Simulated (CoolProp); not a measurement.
Vapour-liquid equilibrium of CH2F2 (R32) (1) + 1-butene (2) at 1.21 MPa; x and y are mole fractions of (1).

Computed with CoolProp (multi-fluid Helmholtz-energy mixture model, Tillner-Roth 1997 and Lemmon 2005; pair parameters Bell 2016).

```
x     bubble temperature, mixture model (K)  bubble temperature, Raoult's law (K)  y, mixture model  y, Raoult's law
----  -------------------------------------  ------------------------------------  ----------------  ---------------
0.05                                  330.3                                 345.2             0.378            0.210
0.2                                   295.1                                 327.0             0.763            0.567
0.35                                  287.6                                 314.7        (withheld)            0.744
0.5                                   286.3                                 305.5             0.830            0.847
0.65                             (withheld)                                 298.4        (withheld)            0.913
0.8                                   285.2                                 292.5             0.855            0.959
0.95                                  285.2                                 287.6        (withheld)            0.991
```

Problem. What belongs in the gaps?

Solution. 
- 0.35, y, mixture model: 0.820
- 0.65, bubble temperature, mixture model (K): 285.9
- 0.65, y, mixture model: 0.836
- 0.95, y, mixture model: 0.934

The largest gap from Raoult's law is -31.9 K in bubble temperature, at x = 0.2. y crosses x between x = 0.8 and 0.95: the model has an azeotrope there.

Pair parameters are fitted to limited data, so mixtures are less certain than the pure fluids. With so large a gap from Raoult's law the liquid may split in two, which this calculation doesn't test in full.
